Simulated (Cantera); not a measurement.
Mixture: C3H8 : O2 : N2 : H2O = 1 : 2.38 : 8.95 : 1.2 (molar parts), at 100000 Pa, adiabatic and at constant pressure. Ignition delay is the time to a rise of 400 K.

Cantera simulation using GRI-Mech 3.0 (53 species, 325 reactions); the numbers are that mechanism's predictions, not measurements. GRI-Mech 3.0 was tuned for natural gas; its chemistry of propane as a main component is partial and can be far from experiment.

### Question
What does this change do: pressure from 100000 Pa to 500000 Pa?

### Answer
| quantity | before | after |
|---|---|---|
| delay at 1300 K | 1.26 ms | 0.530 ms |
| delay at 1400 K | 0.308 ms | 0.122 ms |
| delay at 1500 K | 0.105 ms | 38.1 µs |
| delay at 1600 K | 47.1 µs | 15.4 µs |
| delay at 1700 K | 25.9 µs | 7.73 µs |
| delay at 1800 K | 16.4 µs | 4.54 µs |
| delay at 1900 K | 11.4 µs | 3.00 µs |
| apparent activation energy between 1700 and 1900 K | 110 kJ/mol | 130 kJ/mol |

### Question
What does this change do: pressure from 100000 Pa to 44000 Pa?

### Answer
| quantity | before | after |
|---|---|---|
| delay at 1300 K | 1.26 ms | 1.92 ms |
| delay at 1400 K | 0.308 ms | 0.495 ms |
| delay at 1500 K | 0.105 ms | 0.181 ms |
| delay at 1600 K | 47.1 µs | 86.3 µs |
| delay at 1700 K | 25.9 µs | 49.8 µs |
| delay at 1800 K | 16.4 µs | 32.6 µs |
| delay at 1900 K | 11.4 µs | 23.3 µs |
| apparent activation energy between 1700 and 1900 K | 110 kJ/mol | 100 kJ/mol |

### Question
What does this change do: constant volume in place of constant pressure?

### Answer
| quantity | before | after |
|---|---|---|
| delay at 1300 K | 1.26 ms | 1.14 ms |
| delay at 1400 K | 0.308 ms | 0.273 ms |
| delay at 1500 K | 0.105 ms | 91.2 µs |
| delay at 1600 K | 47.1 µs | 39.8 µs |
| delay at 1700 K | 25.9 µs | 21.2 µs |
| delay at 1800 K | 16.4 µs | 13.1 µs |
| delay at 1900 K | 11.4 µs | 8.96 µs |
| apparent activation energy between 1700 and 1900 K | 110 kJ/mol | 120 kJ/mol |
